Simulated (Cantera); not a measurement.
A closed system holds: 1 mol CH₃Cl, 0.12 mol HCl, 14 mol H₂, equilibrated at 3200 Pa.

These are equilibrium values from Cantera (NASA tables, ideal gas, pure condensed phases), not measurements of a reactor. Candidate condensed phases: C, C₆H₆, C₇H₈, C₈H₁₈; 91 gas species. Equilibrium is a limit: real reactors are often held back by kinetics, nucleation or transport.

Task: At 1073 K, list the 3 most abundant gas species with their mole fractions, and the condensed phases.

Result: H₂ 0.929, HCl 0.0696, CH₄ 0.00127. Condensed: C(graphite).
